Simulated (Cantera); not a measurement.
Feed: 1 mol HBr, 0.047 mol O2, 0.83 mol H2, 0.051 mol H2O, at 54.0 bar.

These are equilibrium values from Cantera (NASA tables, ideal gas, pure condensed phases), not measurements of a reactor. Candidate condensed phases: Br2, H2O; 12 gas species. The ideal-gas law is rough above about 30 bar. Equilibrium is a limit: real reactors are often held back by kinetics, nucleation or transport. All values below are at 2323 K.

Base state: HBr 0.510, H2 0.396, H2O 0.0764, Br 0.0161, H 0.000933, Br2 0.000514, OH 2.99e-5 (mole fractions); condensed: gas only.

Question: What changes in the equilibrium state with this change: HBr replaced by HF?

Answer: 
| species | before | after |
|---|---|---|
| HF | 0 | 0.531 |
| H2 | 0.396 | 0.391 |
| H2O | 0.0764 | 0.0770 |
| HBr | 0.510 | 0 |
| Br | 0.0161 | 0 |
| Br2 | 0.000514 | 0 |
| H2F2 | 0 | 9.89e-5 |
| OH | 2.99e-5 | 3.04e-5 |
| H | 0.000933 | 0.000926 |
